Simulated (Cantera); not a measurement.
An isothermal, constant-pressure homogeneous reactor starts with NO : N2 = 1 : 0.71 (molar parts), at 1775 K and 533 Torr. Integrator tolerance rtol = 1e-08.

Model: GRI-Mech 3.0 (53 species, 325 reactions), integrated in Cantera.

```tsv
quantity	before	after
x(NO) at 10.0 s	0.196 (gas-phase equilibrium 0.00426)	0.172 (gas-phase equilibrium 0.00426)
x(N2O) at 10.0 s	1.48e-5 (gas-phase equilibrium 1.96e-7)	1.16e-5 (gas-phase equilibrium 2.14e-7)
x(O) at 10.0 s	5.08e-5 (gas-phase equilibrium 6.16e-5)	4.78e-5 (gas-phase equilibrium 5.63e-5)
x(O2) at 10.0 s	0.194 (gas-phase equilibrium 0.290)	0.206 (gas-phase equilibrium 0.290)
x(NO2) at 10.0 s	0.000419 (gas-phase equilibrium 1.11e-5)	0.000415 (gas-phase equilibrium 1.22e-5)
x(N2) at 10.0 s	0.610 (gas-phase equilibrium 0.705)	0.622 (gas-phase equilibrium 0.705)
```

Task: What was changed between the two runs?
A) pressure from 533 Torr to 113 Torr
B) NO 1 to 0.15 parts
C) temperature 1775 to 1600 K
D) pressure from 533 Torr to 638 Torr

Result: D, pressure from 533 Torr to 638 Torr
